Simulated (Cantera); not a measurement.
Charge: 1 mol CaF2, 0.71 mol O2, a varied amount of H2, equilibrated at 0.00133 bar.

These are equilibrium values from Cantera (NASA tables, ideal gas, pure condensed phases), not measurements of a reactor. Candidate condensed phases: Ca, CaF2, CaO, Ca(OH)2, H2O; 29 gas species. Rates play no part.

Stable condensed phases, one row left out:

```
T in K \ n(H2) in mol
          2  9 16 23 30 37 44
    948   A  A  A  A  A  A  A
    923   A  A  A  A  A  A  A
    898   A  A  A  A  A  A  A
    848   B  A  A  A  A  A  A
    823   B  B  A  A  A  A  A
    798   B  B  B  B  B  B  B
    773   B  B  B  B  B  B  B
    748   B  B  B  B  B  B  B
    723   B  B  B  B  B  B  B
```

A: CaF2 + CaO; B: CaF2.

**Question.** Give the row for 873 K.

**Answer.** 2: CaF2 + CaO; 9: CaF2 + CaO; 16: CaF2 + CaO; 23: CaF2 + CaO; 30: CaF2 + CaO; 37: CaF2 + CaO; 44: CaF2 + CaO.
